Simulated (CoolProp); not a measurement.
Vapour-liquid equilibrium of fluoroethane (R161) (1) + R1234yf (2) at 0.567 MPa; x and y are mole fractions of (1).

Values from CoolProp's multi-fluid Helmholtz-energy mixture model, Wu 2012 and Lemmon 2022; pair parameters Bell 2016.

| x | bubble temperature, mixture model (°C) | bubble temperature, Raoult's law (°C) | y, mixture model | y, Raoult's law |
|---|---|---|---|---|
| 0.05 | [?] | 17.9 | 0.068 | 0.067 |
| 0.125 | 16.6 | 17.0 | 0.165 | 0.163 |
| 0.2 | [?] | 16.2 | 0.255 | 0.254 |
| 0.275 | 14.6 | 15.3 | 0.341 | 0.341 |
| 0.35 | 13.6 | 14.5 | 0.421 | 0.424 |
| 0.425 | [?] | 13.7 | 0.497 | 0.502 |
| 0.5 | 12.0 | 12.9 | [?] | 0.578 |
| 0.575 | [?] | 12.2 | 0.637 | 0.649 |
| 0.65 | 10.6 | 11.4 | 0.704 | 0.718 |
| 0.725 | 10.0 | 10.7 | 0.768 | 0.783 |
| 0.8 | 9.4 | 10.0 | 0.831 | 0.846 |
| 0.875 | 8.9 | 9.3 | 0.894 | 0.906 |
| 0.95 | 8.4 | 8.6 | [?] | 0.963 |

Q: What belongs in the gaps?

A: 
- 0.05, bubble temperature, mixture model (°C): 17.7
- 0.2, bubble temperature, mixture model (°C): 15.6
- 0.425, bubble temperature, mixture model (°C): 12.8
- 0.5, y, mixture model: 0.569
- 0.575, bubble temperature, mixture model (°C): 11.3
- 0.95, y, mixture model: 0.957

The largest gap from Raoult's law is -0.9 K in bubble temperature, at x = 0.5. No azeotrope shows between x = 0.05 and 0.95.

Pair parameters are fitted to limited data, so mixtures are less certain than the pure fluids.
